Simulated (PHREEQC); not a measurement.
Make-up at 25 °C: 110 mmol/kgw NaBF4, 0.22 mmol/kgw Ag2SO4 and 0.74 mmol/kgw KCl. Closed to the air; pH follows from the charge balance.

Computed with PHREEQC (ion-association model, wateq4f.dat).

```json
{
 "pH": "2.70",
 "ionic_strength": "0.114 mol/kgw",
 "total_alkalinity": "-330 meq/kg"
}
```

```tsv
species	molality	activity	log γ
Na+	0.110	0.0852	-0.111
BF4-	0.103	0.0755	-0.135
HF	0.00740	0.00759	0.011
BF3OH-	0.00497	0.00365	-0.135
F-	0.00338	0.00254	-0.124
H+	0.00243	0.00199	-0.086
```

No solid was allowed to form. Saturation is exceeded, for instance for Cerargyrite; the values hold only as long as no solid forms. Species that the database lacks are ignored. Real BF4- forms and hydrolyses slowly; the run takes it at equilibrium.
